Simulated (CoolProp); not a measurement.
Saturation properties of R1123 (Tc = 331.7 K, pc = 45.49 bar, ω = 0.243).

Computed with CoolProp (reference Helmholtz-energy equation of state, Akasaka 2020).

```tsv
T (K)	p (bar)	liquid density (kg/m³)	vapour density (kg/m³)	enthalpy of vaporisation (kJ/kg)
246.8	4.592	1228	20.50	198.0
251.6	5.450	1210	24.21	193.7
256.3	6.400	1192	28.36	189.3
261.1	7.493	1174	33.17	184.6
265.8	8.693	1154	38.52	179.8
270.6	10.06	1134	44.72	174.7
275.3	11.55	1114	51.60	169.4
280.1	13.23	1092	59.58	163.7
284.8	15.05	1069	68.47	157.7
289.6	17.09	1045	78.84	151.3
```

It boils at 211.9 K under 1 atm.
